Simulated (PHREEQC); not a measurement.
Make-up at 80 °C: 7.3e-05 mol Na2SiF6 and 0.00032 mol (NH4)2CO3 per kg of water. Closed to the air; pH follows from the charge balance.

Model: ion-association model, wateq4f.dat, run in PHREEQC.

Each row changes one thing in this solution. Precipitation was switched off in this run.

```csv
case,pH,ionic strength (mol/kgw),NH4+ (mol/kgw),HCO3- (mol/kgw),NH3 (mol/kgw),CO2 (mol/kgw)
as made,7.00,0.000706,0.000560,0.000264,8.05e-5,5.54e-5
(NH4)2CO3 from 0.00032 to 0.000288 mol/kgw,(withheld),0.000666,0.000519,0.000225,5.65e-5,6.25e-5
temperature from 80 to 35 °C,7.74,0.000751,(withheld),0.000308,3.61e-5,1.11e-5
(NH4)2CO3 from 0.00032 to 6.4e-05 mol/kgw,4.18,0.000341,0.000128,4.54e-7,2.81e-8,6.35e-5
Na2SiF6 from 7.3e-05 to 7.3e-06 mol/kgw,7.75,0.000369,(withheld),0.000307,0.000287,1.16e-5
Na2SiF6 from 7.3e-05 to 8.03e-05 mol/kgw,6.89,0.000736,0.000576,0.000252,6.44e-5,6.77e-5
Na2SiF6 replaced by CsF at the same molality,7.82,0.000403,0.000328,0.000308,0.000312,9.93e-6
temperature from 80 to 60 °C,7.27,0.000732,0.000585,0.000290,5.46e-5,2.93e-5
```

Question: Complete the blanks.

Answer: 
- (NH4)2CO3 from 0.00032 to 0.000288 mol/kgw, pH: 6.88
- temperature from 80 to 35 °C, NH4+ (mol/kgw): 0.000604
- Na2SiF6 from 7.3e-05 to 7.3e-06 mol/kgw, NH4+ (mol/kgw): 0.000353

At this temperature some constants are extrapolated from 25 °C, and those without enthalpy data are left unchanged. SiF6-2 is the database's only silicon fluoride.
